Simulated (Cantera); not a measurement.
An adiabatic, constant-pressure homogeneous reactor starts with CH4 : H2 : O2 : N2 = 1 : 0.079 : 1.36 : 5.11 (molar parts), equivalence ratio 1.5, at 1200 K and 0.710 bar. Integrator tolerance rtol = 1e-08.

Detailed kinetics in Cantera: GRI-Mech 3.0 (53 species, 325 reactions).

Q: What does this change do: pressure from 0.710 bar to 10.0 bar?

A: 
| quantity | before | after |
|---|---|---|
| time of steepest temperature rise | 33.6 ms | 2.16 ms |
| temperature at 3.00 s | 2536 K | 2604 K |
| equilibrium temperature | 2536 K | 2604 K |
| x(CH4) at 3.00 s | <1e-12 (gas-phase equilibrium <1e-12) | 4.68e-11 (gas-phase equilibrium 5.28e-11) |
| x(H2) at 3.00 s | 0.0750 (gas-phase equilibrium 0.0750) | 0.0755 (gas-phase equilibrium 0.0755) |
| x(O2) at 3.00 s | 0.000363 (gas-phase equilibrium 0.000363) | 5.06e-5 (gas-phase equilibrium 5.06e-5) |
| x(CH2) at 3.00 s | <1e-12 (gas-phase equilibrium <1e-12) | 2.87e-12 (gas-phase equilibrium 3.15e-12) |
| x(NO2) at 3.00 s | 2.71e-8 (gas-phase equilibrium 2.71e-8) | 1.49e-8 (gas-phase equilibrium 1.49e-8) |

Q: What does this change do: constant volume in place of constant pressure?

A: 
```csv
quantity,before,after
time of steepest temperature rise,33.6 ms,31.1 ms
temperature at 3.00 s,2536 K,2783 K
equilibrium temperature,2536 K,2783 K
x(CH4) at 3.00 s,<1e-12 (gas-phase equilibrium <1e-12),<1e-12 (gas-phase equilibrium <1e-12)
x(H2) at 3.00 s,0.0750 (gas-phase equilibrium 0.0750),0.0746 (gas-phase equilibrium 0.0746)
x(O2) at 3.00 s,0.000363 (gas-phase equilibrium 0.000363),0.00110 (gas-phase equilibrium 0.00110)
x(CH2) at 3.00 s,<1e-12 (gas-phase equilibrium <1e-12),1.21e-12 (gas-phase equilibrium 1.28e-12)
x(NO2) at 3.00 s,2.71e-8 (gas-phase equilibrium 2.71e-8),1.53e-7 (gas-phase equilibrium 1.53e-7)
```
